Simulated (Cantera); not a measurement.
Cantera run, input and output.

```python
import numpy as np
import cantera as ct

gas = ct.Solution("gri30.yaml")


def delay(T, t_max=10):
    gas.TPX = T, 1300000, {'CO': 1, 'H2': 0.27, 'CH4': 0.36, 'O2': 1.43, 'N2': 5.36}
    reactor = ct.IdealGasReactor(gas, clone=False)
    net = ct.ReactorNet([reactor])
    net.rtol, net.atol = 1e-8, 1e-16
    while net.time < t_max:
        t_old, T_old = net.time, reactor.T
        net.step()
        if reactor.T > T + 400:  # ignition: a rise of 400 K
            return t_old + (T + 400 - T_old) / (reactor.T - T_old) * (net.time - t_old)
    return np.nan


taus = []
for T in [1150, 1250, 1350, 1450, 1550, 1650, 1750]:
    taus.append(delay(T))
    print(f"T0 = {T:6g} K   tau = {taus[-1]:.4e} s")
```

Output:

```
T0 =   1150 K   tau = 3.1463e-04 s
T0 =   1250 K   tau = 9.9475e-05 s
T0 =   1350 K   tau = 4.3908e-05 s
T0 =   1450 K   tau = 2.2561e-05 s
T0 =   1550 K   tau = 1.2594e-05 s
T0 =   1650 K   tau = 7.4751e-06 s
T0 =   1750 K   tau = 4.6696e-06 s
```

Detailed kinetics in Cantera: GRI-Mech 3.0 (53 species, 325 reactions). The pressure lies above the range GRI-Mech 3.0 was tuned for (to about 10 atm).
